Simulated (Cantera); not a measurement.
A closed system holds: 1 mol SiH2Cl2, 1.2 mol NO, at 1477 °C and 13.3 mbar.

These are equilibrium values from Cantera (NASA tables, ideal gas, pure condensed phases), not measurements of a reactor. The tables' values for SiCl3, SiCl are old estimates; treat these amounts as uncertain. The tables hold silica as quartz up to 1696 K and as liquid above; real silica turns to tridymite and cristobalite and melts near 1996 K. Rates play no part.

```
species                before     after
--------------------  -------  --------
HCl                     0.517     0.577
N2                      0.202     0.334
Cl                    0.00288    0.0574
SiO                     0.128   5.07e-7
H2                     0.0780  0.000244
SiCl2                  0.0605     <1e-9
H2O                   3.67e-5    0.0290
SiCl3                 0.00820   1.02e-9
O2                      <1e-9   0.00118
SiCl4                 0.00197   4.88e-9
NO                      <1e-9  0.000170
SiHCl3                6.58e-5     <1e-9
O                       <1e-9   2.22e-5
SiO2(condensed), mol    0.410     1.000
```
Gas species are given as mole fractions.

Question: Which change was made?
A. NO from 1.2 to 0.2 mol
B. NO from 1.2 to 2.1 mol
C. NO from 1.2 to 0.1 mol
D. temperature from 1477 °C to 1802 °C

Answer: B, NO from 1.2 to 2.1 mol
